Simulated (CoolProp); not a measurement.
Vapour-liquid equilibrium of carbon dioxide (1) + hydrogen sulfide (2) at -20.55 °C; x and y are mole fractions of (1).

Values from CoolProp's multi-fluid Helmholtz-energy mixture model, Span 1996 and Lemmon 2006; pair parameters Kunz 2012.

### Question
Give the bubble pressure and the first vapour's composition at x = 0.425, 0.5, 0.875. Is there an azeotrope?

### Answer
x = 0.425: 1.463 MPa, y = 0.720; x = 0.5: 1.543 MPa, y = 0.750; x = 0.875: 1.860 MPa, y = 0.914. No azeotrope shows between x = 0.05 and 0.95.

The pair parameters rest on a limited set of measurements; away from them the model extrapolates.
